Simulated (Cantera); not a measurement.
Feed: 1 mol SiCl₄, 0.042 mol Cl₂, a varied amount of H₂, at 1698 K and 101000 Pa.

Cantera equilibrium calculation (NASA polynomials, part measured and part estimated; ideal gas, pure solids and liquids). Candidate condensed phases: Si; 19 gas species. The tables' values for SiCl₃ are old estimates; treat these amounts as uncertain. Gases not in the tables: Si₂H₆ and higher silanes. Rates play no part.

x: gas mole fraction; n: condensed amount in mol.

```tsv
n(H₂) (mol)	x H₂	x HCl	x SiCl₂	x SiCl₃	n Si(l)
24	0.880	0.0861	0.0302	0.00227	?
38	0.917	0.0649	0.0165	0.000914	?
60	0.944	0.0473	0.00850	0.000338	?
93	0.962	0.0338	0.00428	0.000121	?
150	0.975	0.0228	0.00192	3.63e-5	?
230	0.983	0.0157	0.000903	1.17e-5	0.780
350	0.989	0.0107	0.000419	3.70e-6	0.842
550	0.993	0.00703	0.000179	1.03e-6	0.889
860	0.995	0.00458	7.58e-5	2.85e-7	0.918
```

Question: Fill in the missing entries.

Answer: 
- 24, n Si(l): 0.122
- 38, n Si(l): 0.282
- 60, n Si(l): 0.437
- 93, n Si(l): 0.572
- 150, n Si(l): 0.694
